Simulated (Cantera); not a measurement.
A perfectly stirred reactor is fed with 2.79 % C₃H₈, 15.1 % O₂, 82.1 % N₂, equivalence ratio 0.93, at 9.87 atm; it is adiabatic with a 550 K inlet, and is followed from long to short residence time, starting on the burning branch (τ in s: 0.24, 0.098, 0.04, 0.017, 0.0068, 0.0028, 0.0012, 0.00048, 0.0002, 8.1e-05).

Model: GRI-Mech 3.0 (53 species, 325 reactions), integrated in Cantera. GRI-Mech 3.0 was tuned for natural gas; its chemistry of propane as a main component is partial and can be far from experiment.

Predict: blow-out, bracketed by the residence times tried; x(C₃H₈) at τ = 0.240 s; x(O₂) at τ = 0.240 s; x(NO) at τ = 0.240 s; x(HO₂) at τ = 0.240 s; x(C₃H₈) at τ = 2.80 ms; x(O₂) at τ = 2.80 ms; x(NO) at τ = 2.80 ms; x(C₂H) at τ = 2.80 ms; x(HO₂) at τ = 2.80 ms.


| Quantity | Result |
|---|---|
| blow-out, bracketed by the residence times tried | burning at 81.0 µs, the shortest tried |
| x(C₃H₈) at τ = 0.240 s | 3.85e-8 |
| x(O₂) at τ = 0.240 s | 0.0108 |
| x(NO) at τ = 0.240 s | 0.000453 |
| x(HO₂) at τ = 0.240 s | 7.52e-7 |
| x(C₃H₈) at τ = 2.80 ms | 2.21e-6 |
| x(O₂) at τ = 2.80 ms | 0.0125 |
| x(NO) at τ = 2.80 ms | 0.000109 |
| x(C₂H) at τ = 2.80 ms | 3.17e-8 |
| x(HO₂) at τ = 2.80 ms | 3.59e-6 |
